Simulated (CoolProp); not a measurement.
Carbon monoxide at several states: Z from the reference equation and from simpler models built on Tc = 132.9 K, pc = 3.498 MPa, ω = 0.050; each cubic takes its own stable root.

Values from CoolProp's reference Helmholtz-energy equation of state, Lemmon 2006. It is a short technical equation, of lower accuracy than the large ones.

| T (K) | p (MPa) | phase | reference |
|---|---|---|---|
| 221.1 | 0.711 | gas | 0.9875 |
| 332.4 | 14.5 | supercritical | 1.033 |
| 202.8 | 0.06 | gas | 0.9985 |
| 165.7 | 0.0194 | gas | 0.9991 |
| 187.3 | 0.891 | gas | 0.9709 |

How far does each simpler model (Pitzer virial, van der Waals, Redlich-Kwong, Peng-Robinson) lie from the reference over these 5 states: mean and median of the absolute difference, and the worst?


- Pitzer virial: mean 0.9 %, median 0.1 %, worst -4.4 % at 332.4 K and 14.5 MPa
- van der Waals: mean 1.1 %, median 0.3 %, worst -4.9 % at 332.4 K and 14.5 MPa
- Redlich-Kwong: mean 0.5 %, median 0.1 %, worst -2.2 % at 332.4 K and 14.5 MPa
- Peng-Robinson: mean 0.6 %, median 0.3 %, worst -1.8 % at 332.4 K and 14.5 MPa
